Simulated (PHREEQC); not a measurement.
**Copper plating or etch bath**

Consider water at 25 °C with 0.0067 mol Cu(NO3)2, 0.00028 mol H2SO4 and 0.095 mol Na2SO4 per kg of water. It is in equilibrium with CO2 at log p = -2 (atm). Otherwise closed; pH follows from the charge balance.

Computed with PHREEQC (ion-association model, phreeqc.dat).

No solid was allowed to form.

### Question
What pH, specific conductance, density does the model give?

### Answer
pH 3.84; specific conductance 15000 µS/cm; density 1.010 g/cm³.

### Question
In which forms is Na present?

### Answer
Na+ 91 %, NaSO4- 9.1 % of the Na.

Species that the database lacks are ignored.
